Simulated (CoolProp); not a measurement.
Vapour-liquid equilibrium of R143a (1) + R152A (2) at 4.83 kPa; x and y are mole fractions of (1).

Values from CoolProp's multi-fluid Helmholtz-energy mixture model, Lemmon and Jacobsen 2000 and Outcalt 1996; pair parameters Bell 2016.

```csv
x,bubble temperature (°C),y at the bubble point,dew temperature at overall composition x (°C),liquid density (mol/L)
0.05,-79.1,0.239,-76.8,16.84
0.125,-82.3,0.457,-77.7,16.76
0.2,___,___,-78.6,16.66
0.275,-86.6,0.678,-79.6,16.55
0.35,-88.1,0.742,-80.6,16.43
0.425,-89.3,0.791,-81.8,16.31
0.5,-90.4,0.831,-83.1,16.19
0.575,-91.4,0.864,-84.4,16.06
0.65,-92.3,0.893,-86.0,15.94
0.725,-93.1,0.919,-87.7,15.81
0.8,-93.8,0.943,-89.6,15.69
0.875,___,0.965,___,15.57
0.95,-95.2,0.986,-94.1,15.44
```

Fill in the missing entries.


- 0.2, bubble temperature (°C): -84.7
- 0.2, y at the bubble point: 0.589
- 0.875, bubble temperature (°C): -94.5
- 0.875, dew temperature at overall composition x (°C): -91.7

No azeotrope shows between x = 0.05 and 0.95.

The pair parameters rest on a limited set of measurements; away from them the model extrapolates.
